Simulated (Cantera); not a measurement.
HgO + H2 (iron carbonyl, mercury and lead vapours)

Charge: 1 mol HgO, 3.1 mol H2, at 800 K and 0.100 bar.

Cantera equilibrium calculation (NASA polynomials, part measured and part estimated; ideal gas, pure solids and liquids). Candidate condensed phases: H2O, Hg, HgO; 10 gas species. Kinetics and transport are ignored.

The x(H2) comes out as 0.512 and the x(H2O) comes out as 0.244. The x(Hg) is 0.244. The gas amount is 4.100 mol and the log10 activity of Hg(l) (absent) comes out as -2.65.
